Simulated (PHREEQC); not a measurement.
Make-up at 20 °C: 0.24 mol/kgw NH4HF2, 0.0014 mol/kgw H2SiF6, 0.00052 mol/kgw HBF4 and 0.1 mol/kgw H2SO4. Closed to the air; pH follows from the charge balance.

The numbers come from PHREEQC with the ion-association model, wateq4f.dat.

Question: The ionic strength comes out as 0.265 mol/kgw. What activity coefficients do SiF6-2, SO4-2, NH4SO4-, BF4-, HF2- get?

Answer: SiF6-2 0.27, SO4-2 0.27, NH4SO4- 0.72, BF4- 0.66, HF2- 0.69.

This is a speciation only: nothing precipitates in the calculation. wateq4f.dat counts part of the HF as a dimer, H2F2, which phreeqc.dat doesn't know; its constant is uncertain. SiF6-2 is the database's only silicon fluoride. Real BF4- forms and hydrolyses slowly; the run takes it at equilibrium.
